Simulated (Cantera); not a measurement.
A perfectly stirred reactor is fed with 8.27 % H2, 15.6 % O2, 74.9 % N2, 1.25 % H2O, at 52000 Pa; it is held at 1050 K, and followed from long to short residence time.

Detailed kinetics in Cantera: GRI-Mech 3.0 (53 species, 325 reactions). The temperature is held fixed by assumption; the heat of reaction is taken as removed at once.

x: mole fraction; the columns are a selection and need not sum to one.

```csv
τ (s),x H2,x O2,x H2O2,x O,x NO,x OH,x N2O
0.79,0.000494,0.120,[?],1.09e-5,1.57e-8,2.36e-5,3.04e-7
0.51,0.000637,0.120,[?],1.49e-5,1.44e-8,2.81e-5,2.77e-7
0.33,0.000813,0.120,[?],2.02e-5,1.36e-8,3.37e-5,2.51e-7
0.21,0.00104,0.120,[?],2.76e-5,1.35e-8,4.12e-5,2.24e-7
0.13,0.00133,0.120,3.34e-6,3.82e-5,1.43e-8,5.13e-5,1.97e-7
0.086,0.00164,0.120,3.58e-6,5.03e-5,1.58e-8,6.23e-5,1.75e-7
0.055,0.00205,0.120,3.78e-6,6.72e-5,1.86e-8,7.74e-5,1.53e-7
0.035,0.00256,0.121,3.91e-6,8.97e-5,2.28e-8,9.67e-5,1.33e-7
0.023,0.00313,0.121,3.99e-6,0.000117,2.81e-8,0.000119,1.15e-7
0.015,0.00383,0.121,4.03e-6,0.000152,3.52e-8,0.000148,9.89e-8
0.0094,0.00477,0.122,4.05e-6,0.000201,4.52e-8,0.000187,8.32e-8
```

Task: What belongs in the gaps?

Result: 
- 0.79, x H2O2: 1.77e-6
- 0.51, x H2O2: 2.18e-6
- 0.33, x H2O2: 2.59e-6
- 0.21, x H2O2: 2.98e-6
